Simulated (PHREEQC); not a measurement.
0.15 g of hydrous ferric oxide (600 m²/g; 0.2 weak and 0.005 strong sites per Fe, Dzombak-Morel constants, diffuse double layer) in 1 kg of water with 0.001 mol/kgw of an inert sodium salt and 4.2e-06 mol/kgw CuSO4, at 25 °C; the pH is set by adding NaOH or the inert anion's acid. Oxygen is held at 0.21 atm. No CO2 enters from the air. No solid was allowed to form.

Model: ion-association model, wateq4f.dat, run in PHREEQC.

```csv
pH,S sorbed (%),Cu sorbed (%),surface charge σ (C/m²),surface potential ψ (mV)
3,100.0,0.0,0.249,232
3.5,100.0,0.2,___,224
4,100.0,1.2,0.116,208
4.5,100.0,8.4,0.076,189
5,99.9,39.1,___,167
5.5,99.1,81.6,0.031,144
6,93.6,97.3,0.018,118
6.5,___,99.6,0.011,___
7,18.6,99.9,0.006,65
7.5,___,99.9,0.003,37
8,0.3,99.9,0.001,8
8.5,0.0,99.9,-0.002,-21
9,0.0,99.9,-0.004,-50
9.5,0.0,99.9,-0.008,___
10,0.0,99.9,-0.015,-106
10.5,0.0,99.9,___,-132
11,0.0,99.9,-0.053,-154
```

Task: What belongs in the gaps?

Result: 
- 3.5, surface charge σ (C/m²): 0.172
- 5, surface charge σ (C/m²): 0.049
- 6.5, S sorbed (%): 64.9
- 6.5, surface potential ψ (mV): 92
- 7.5, S sorbed (%): 2.5
- 9.5, surface potential ψ (mV): -78
- 10.5, surface charge σ (C/m²): -0.028

Complexes and solids missing from the database can't appear. The database's constant for dissolved Cu(OH)2 is higher than later reviews accept. The oxide is taken as insoluble; below pH 4 it would dissolve.
